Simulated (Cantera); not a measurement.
An isothermal, constant-pressure homogeneous reactor starts with 59.7 % CH4, 40.3 % N2, at 1698 K and 1.01 bar.

Detailed kinetics in Cantera: GRI-Mech 3.0 (53 species, 325 reactions). GRI-Mech 3.0 stops at C3 and has no aromatics, soot or wall deposition, so with more carbon than oxygen in the feed, carbon stays in small species such as C2H2 where larger ones or solid carbon would form.

**Question.** Predict: x(CH4) at 20.0 s; x(H) at 20.0 s; x(C2H6) at 20.0 s; x(CH3) at 20.0 s; x(C2H4) at 20.0 s.

**Answer.** 
```
Item                                                  Result
-----------------  -----------------------------------------
x(CH4) at 20.0 s       0.0217 (gas-phase equilibrium 0.0188)
x(H) at 20.0 s     0.000106 (gas-phase equilibrium 0.000106)
x(C2H6) at 20.0 s    5.88e-6 (gas-phase equilibrium 4.41e-6)
x(CH3) at 20.0 s     8.66e-5 (gas-phase equilibrium 7.50e-5)
x(C2H4) at 20.0 s    0.00472 (gas-phase equilibrium 0.00352)
```
